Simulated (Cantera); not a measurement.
A Cantera script and what it prints.

```python
import numpy as np
import cantera as ct

gas_names = """
    AL ALH ALO ALOH ALO2 ALO2H AL2 AL2O AL2O2 H HALO HO2 H2 H2O H2O2 O OH O2 O3 Si SiH SiH2 SiH3 SiH4
    SiO SiO2 Si2 Si3
""".split()
cond_names = """
    AL(cr) AL(L) AL2O3(a) AL2O3(L) AL2SiO5(an) AL6Si2O13(s) H2O(s) H2O(L) Si(cr) Si(L) SiO2(Lqz)
    SiO2(hqz) SiO2(L)
""".split()


# ... load() reads the species with a 1 bar reference pressure and builds the phases ...
atoms = {
    'SiO2': {'Si': 1, 'O': 2},
    'Al2O3': {'AL': 2, 'O': 3},
    'H2': {'H': 2},
}
top_T = {'AL2SiO5(an)': 2000, 'AL6Si2O13(s)': 2100}  # K; cautious upper limits of use, not melting points


# ... equilibrate(T, P, feed) seeds the gas with the atoms and calls Mixture.equilibrate('TP', solver="vcs", rtol=1e-11, max_steps=5000) ...
results = []
feed = {'SiO2': 1, 'Al2O3': 0.56, 'H2': 79}  # mol
P = 101325  # Pa
for T in [798, 848, 898, 948, 998, 1048, 1098, 1148, 1198, 1248]:
    mix = equilibrate(T, P, feed)
    results.append((T, P, feed, dict(zip(mix.species_names, mix.species_moles))))
    x = sorted(zip(gas.X, gas.species_names), reverse=True)
    print(f"T = {T:g} K  P = {P:g} Pa  gas = {mix.phase_moles(0):.4g} mol")
    print("   x: " + "  ".join(f"{s} {v:.3e}" for v, s in x if v > 1e-05))
    print("   condensed (mol): " + ("  ".join(f"{mix.phase(i).name} {mix.phase_moles(i):.4g}"
          for i in range(1, mix.n_phases) if mix.phase_moles(i) > 1e-12) or "none"))
```

It prints:

```
T = 798 K  P = 101325 Pa  gas = 79 mol
   x: H2 1.000e+00
   condensed (mol): AL2SiO5(an) 0.56  SiO2(Lqz) 0.44
T = 848 K  P = 101325 Pa  gas = 79 mol
   x: H2 1.000e+00
   condensed (mol): AL2SiO5(an) 0.56  SiO2(hqz) 0.44
T = 898 K  P = 101325 Pa  gas = 79 mol
   x: H2 1.000e+00
   condensed (mol): AL2SiO5(an) 0.56  SiO2(hqz) 0.44
T = 948 K  P = 101325 Pa  gas = 79 mol
   x: H2 1.000e+00
   condensed (mol): AL2SiO5(an) 0.56  SiO2(hqz) 0.44
T = 998 K  P = 101325 Pa  gas = 79 mol
   x: H2 1.000e+00
   condensed (mol): AL2SiO5(an) 0.56  SiO2(hqz) 0.44
T = 1048 K  P = 101325 Pa  gas = 79 mol
   x: H2 1.000e+00
   condensed (mol): AL2SiO5(an) 0.56  SiO2(hqz) 0.44
T = 1098 K  P = 101325 Pa  gas = 79 mol
   x: H2 1.000e+00
   condensed (mol): AL2SiO5(an) 0.56  SiO2(hqz) 0.44
T = 1148 K  P = 101325 Pa  gas = 79 mol
   x: H2 1.000e+00
   condensed (mol): AL2SiO5(an) 0.56  SiO2(hqz) 0.44
T = 1198 K  P = 101325 Pa  gas = 79 mol
   x: H2 1.000e+00
   condensed (mol): AL2SiO5(an) 0.56  SiO2(hqz) 0.44
T = 1248 K  P = 101325 Pa  gas = 79 mol
   x: H2 1.000e+00
   condensed (mol): AL2SiO5(an) 0.56  SiO2(hqz) 0.44
```

Method: chemical equilibrium by Gibbs-energy minimisation in Cantera with the NASA 1993 tables (ideal gas, pure condensed phases). Mutual solubility and eutectic melting of coexisting phases are not modelled. The tables hold silica as quartz up to 1696 K and as liquid above; real silica turns to tridymite and cristobalite and melts near 1996 K. Condensed phases not in the tables: alloys, solid solutions and most ternary compounds.
